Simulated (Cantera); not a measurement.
An isothermal, constant-pressure homogeneous reactor starts with NH3 : N2 = 1 : 29 (molar parts), at 1800 K and 1.00 bar.

Computed with Cantera and the gas-phase N/H chemistry of the illustrative SiF4/NH3 mechanism in the Surface Chemkin manual (1991). Walls and surfaces, which speed up NH3 decomposition in real reactors, are not modelled.

One state of this run: x NH3 = 0.00427; x N = 1.13e-7; x H2 = 0.0421; x N2H2 = 4.53e-9; x N2 = 0.954; x NH = 5.50e-7; x NH2 = 1.17e-5. x: mole fraction; the columns are a selection and need not sum to one.

**Question.** Which value of t (s) does it belong to?
A) 1.00
B) 0.000710
C) 8.94e-5
D) 4.00e-6

**Answer.** A, 1.00
